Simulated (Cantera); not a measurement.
Input (Python, Cantera) and output of one run.

```python
import numpy as np
import cantera as ct

gas_names = """
    B BH BH2 BH3 BN BO BO2 B2 B2O B2O2 B2O3 B3O3H3 H HBO HBO2 HNO HNO2 HNO3 HO2 H2 H2O H2O2 H3B3O6 N NH
    NH2 NH3 NH2OH NO NO2 NO3 N2 N2H2 N2H4 N2O O OH O2 O3
""".split()
cond_names = """
    B(b) B(L) BN(s) B2O3(L) B3O3H3(cr) H2O(s) H2O(L)
""".split()


# ... load() reads the species with a 1 bar reference pressure and builds the phases ...
atoms = {
    'BN': {'B': 1, 'N': 1},
    'O2': {'O': 2},
    'H2': {'H': 2},
}
top_T = {'BN(s)': 3200}  # K; cautious upper limits of use, not melting points


# ... equilibrate(T, P, feed) seeds the gas with the atoms and calls Mixture.equilibrate('TP', solver="vcs", rtol=1e-11, max_steps=5000) ...
results = []
T = 1448  # K
P = 10000  # Pa
for m in [0.64, 2.7, 4.8, 6.9, 9, 11, 13, 15, 17]:
    feed = {'BN': 1, 'O2': 8.8, 'H2': m}  # mol
    mix = equilibrate(T, P, feed)
    results.append((T, P, feed, dict(zip(mix.species_names, mix.species_moles))))
    x = sorted(zip(gas.X, gas.species_names), reverse=True)
    print(f"T = {T:g} K  P = {P:g} Pa  n(H2) = {m:g} mol  gas = {mix.phase_moles(0):.4g} mol")
    print("   x: " + "  ".join(f"{s} {v:.3e}" for v, s in x if v > 1e-06))
    print("   condensed (mol): " + ("  ".join(f"{mix.phase(i).name} {mix.phase_moles(i):.4g}"
          for i in range(1, mix.n_phases) if mix.phase_moles(i) > 1e-12) or "none"))
```

Output:

```
T = 1448 K  P = 10000 Pa  n(H2) = 0.64 mol  gas = 8.925 mol
   x: O2 8.658e-01  H2O 6.553e-02  N2 5.577e-02  HBO2 1.217e-02  NO 5.079e-04  OH 1.004e-04  B2O3 7.191e-05  H3B3O6 2.816e-05  BO2 2.312e-05  O 5.740e-06  NO2 2.066e-06
   condensed (mol): B2O3(L) 0.4446
T = 1448 K  P = 10000 Pa  n(H2) = 2.7 mol  gas = 10.02 mol
   x: O2 6.683e-01  H2O 2.570e-01  N2 4.968e-02  HBO2 2.410e-02  NO 4.212e-04  H3B3O6 2.187e-04  OH 1.864e-04  B2O3 7.191e-05  BO2 2.167e-05  O 5.043e-06  NO2 1.505e-06
   condensed (mol): B2O3(L) 0.3751
T = 1448 K  P = 10000 Pa  n(H2) = 4.8 mol  gas = 11.12 mol
   x: O2 5.079e-01  H2O 4.156e-01  N2 4.479e-02  HBO2 3.064e-02  H3B3O6 4.497e-04  NO 3.486e-04  OH 2.213e-04  B2O3 7.191e-05  BO2 2.023e-05  O 4.396e-06  H2 1.698e-06  NO2 1.086e-06
   condensed (mol): B2O3(L) 0.3212
T = 1448 K  P = 10000 Pa  n(H2) = 6.9 mol  gas = 12.21 mol
   x: H2O 5.463e-01  O2 3.765e-01  N2 4.080e-02  HBO2 3.513e-02  H3B3O6 6.778e-04  NO 2.865e-04  OH 2.354e-04  B2O3 7.191e-05  BO2 1.877e-05  O 3.785e-06  H2 2.592e-06
   condensed (mol): B2O3(L) 0.2721
T = 1448 K  P = 10000 Pa  n(H2) = 9 mol  gas = 13.3 mol
   x: H2O 6.559e-01  O2 2.667e-01  HBO2 3.850e-02  N2 3.747e-02  H3B3O6 8.917e-04  OH 2.366e-04  NO 2.311e-04  B2O3 7.191e-05  BO2 1.722e-05  H2 3.697e-06  O 3.186e-06
   condensed (mol): B2O3(L) 0.2251
T = 1448 K  P = 10000 Pa  n(H2) = 11 mol  gas = 14.34 mol
   x: H2O 7.449e-01  O2 1.777e-01  HBO2 4.103e-02  N2 3.478e-02  H3B3O6 1.079e-03  OH 2.278e-04  NO 1.817e-04  B2O3 7.191e-05  BO2 1.556e-05  H2 5.145e-06  O 2.600e-06
   condensed (mol): B2O3(L) 0.1815
T = 1448 K  P = 10000 Pa  n(H2) = 13 mol  gas = 15.37 mol
   x: H2O 8.221e-01  O2 1.007e-01  HBO2 4.310e-02  N2 3.246e-02  H3B3O6 1.251e-03  OH 2.077e-04  NO 1.321e-04  B2O3 7.191e-05  BO2 1.350e-05  H2 7.542e-06  O 1.958e-06
   condensed (mol): B2O3(L) 0.1386
T = 1448 K  P = 10000 Pa  n(H2) = 15 mol  gas = 16.41 mol
   x: H2O 8.895e-01  HBO2 4.483e-02  O2 3.345e-02  N2 3.044e-02  H3B3O6 1.408e-03  OH 1.640e-04  NO 7.374e-05  B2O3 7.191e-05  H2 1.416e-05  BO2 1.025e-05  O 1.128e-06
   condensed (mol): B2O3(L) 0.09625
T = 1448 K  P = 10000 Pa  n(H2) = 17 mol  gas = 17.89 mol
   x: H2O 8.758e-01  H2 5.031e-02  HBO2 4.449e-02  N2 2.795e-02  H3B3O6 1.376e-03  B2O3 7.191e-05  H 6.538e-06  OH 2.709e-06
   condensed (mol): B2O3(L) 0.06393
```

Method: chemical equilibrium by Gibbs-energy minimisation in Cantera with the NASA 1993 tables (ideal gas, pure condensed phases). Gases not in the tables: H3BO3.
